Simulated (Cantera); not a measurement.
A Cantera script and what it prints.

```python
import numpy as np
import cantera as ct

gas_names = [...]  # 131 gases of nasa_gas.yaml made of C, H, Na, O, S
cond_names = """
    C(gr) C6H6(L) C7H8(L) C8H18(L),n-octa H2O(s) H2O(L) H2SO4(L) Na(cr) Na(L) NaOH(a) NaOH(L) NaO2(s)
    Na2CO3(I) Na2CO3(II) Na2CO3(L) Na2O(c) Na2O(a) Na2O(L) Na2O2(a) Na2O2(b) Na2S(1) Na2S(2) Na2S(L)
    Na2SO4(V) Na2SO4(IV) Na2SO4(I) Na2SO4(L) S(cr1) S(cr2) S(L)
""".split()


# ... load() reads the species with a 1 bar reference pressure and builds the phases ...
atoms = {
    'Na2CO3': {'Na': 2, 'C': 1, 'O': 3},
    'SO3': {'S': 1, 'O': 3},
    'H2O': {'H': 2, 'O': 1},
    'SO2': {'S': 1, 'O': 2},
}
top_T = {'C(gr)': 4500, 'NaO2(s)': 800, 'Na2O2(b)': 940}  # K; cautious upper limits of use, not melting points


# ... equilibrate(T, P, feed) seeds the gas with the atoms and calls Mixture.equilibrate('TP', solver="vcs", rtol=1e-11, max_steps=5000) ...
results = []
feed = {'Na2CO3': 1, 'SO3': 0.13, 'H2O': 0.29, 'SO2': 0.56}  # mol
T = 1125  # K
P = 10000  # Pa
mix = equilibrate(T, P, feed)
results.append((T, P, feed, dict(zip(mix.species_names, mix.species_moles))))
x = sorted(zip(gas.X, gas.species_names), reverse=True)
print(f"T = {T:g} K  P = {P:g} Pa  gas = {mix.phase_moles(0):.4g} mol")
print("   x: " + "  ".join(f"{s} {v:.3e}" for v, s in x if v > 1e-06))
print("   condensed (mol): " + ("  ".join(f"{mix.phase(i).name} {mix.phase_moles(i):.4g}"
      for i in range(1, mix.n_phases) if mix.phase_moles(i) > 1e-12) or "none"))
```

It prints:

```
T = 1125 K  P = 10000 Pa  gas = 0.9762 mol
   x: CO2 6.548e-01  H2O 2.756e-01  CO 4.691e-02  H2 1.795e-02  H2S 3.506e-03  SO2 6.168e-04  COS 2.900e-04  S2 2.296e-04  NaOH 5.893e-05  Na 1.846e-05  SH 4.506e-06  SO 1.820e-06  S2O 1.442e-06
   condensed (mol): Na2CO3(L) 0.3147  Na2S(1) 0.12  Na2SO4(I) 0.5653
```

Cantera equilibrium calculation (NASA polynomials, part measured and part estimated; ideal gas, pure solids and liquids). Mutual solubility and eutectic melting of coexisting phases are not modelled. Gases not in the tables: S3 to S7.
